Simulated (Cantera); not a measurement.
Feed: 1 mol SiCl4, 0.35 mol N2, 39 mol H2, equilibrated at 0.720 bar.

Cantera equilibrium calculation (NASA polynomials, part measured and part estimated; ideal gas, pure solids and liquids). Candidate condensed phases: NH4Cl, Si, Si3N4; 28 gas species. N2 is the only nitrogen source here; it is nearly inert below about 1500 K, so the nitride shown seldom forms there in practice. The tables' values for SiCl3 are old estimates; treat these amounts as uncertain. The numbers say what is thermodynamically allowed, not how fast it happens. All values below are at 1323 K.

Base state: H2 0.926, HCl 0.0625, SiCl4 0.00400, SiHCl3 0.00301, SiCl2 0.00289, SiCl3 0.00146, SiH2Cl2 0.000324 (mole fractions); condensed: Si3N4(s).

Problem. What changes in the equilibrium state with this change: N2 from 0.35 to 3.8 mol?

Solution. 
| species | before | after |
|---|---|---|
| H2 | 0.926 | 0.839 |
| HCl | 0.0625 | 0.0902 |
| N2 | 9.98e-6 | 0.0711 |
| SiCl4 | 0.00400 | 5.73e-5 |
| SiH2Cl2 | 0.000324 | 1.82e-6 |
| SiCl2 | 0.00289 | 1.80e-5 |
| SiHCl3 | 0.00301 | 2.70e-5 |
| SiCl3 | 0.00146 | 1.37e-5 |
| Si3N4(s), mol | 0.175 | 0.332 |
